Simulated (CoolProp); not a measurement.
Vapour-liquid equilibrium of toluene (1) + m-xylene (2) at 217.25 °C; x and y are mole fractions of (1).

Computed with CoolProp (multi-fluid Helmholtz-energy mixture model, Lemmon 2006 and Zhou 2012; pair parameters Bell 2016).

| x | bubble pressure (MPa) | y at the bubble point | dew pressure at overall composition x (MPa) | liquid density (mol/L) |
|---|---|---|---|---|
| 0.05 | 0.5887 | 0.080 | 0.5802 | 6.337 |
| 0.2 | 0.6578 | 0.293 | 0.6257 | 6.441 |
| 0.35 | 0.7281 | 0.470 | 0.6790 | 6.547 |
| 0.5 | 0.7972 | 0.618 | 0.7413 | 6.657 |
| 0.65 | 0.8638 | 0.745 | 0.8135 | 6.773 |
| 0.8 | 0.9274 | 0.858 | 0.8945 | 6.897 |
| 0.95 | 0.9880 | 0.965 | 0.9797 | 7.032 |

No azeotrope shows between x = 0.05 and 0.95.

Pair parameters are fitted to limited data, so mixtures are less certain than the pure fluids.
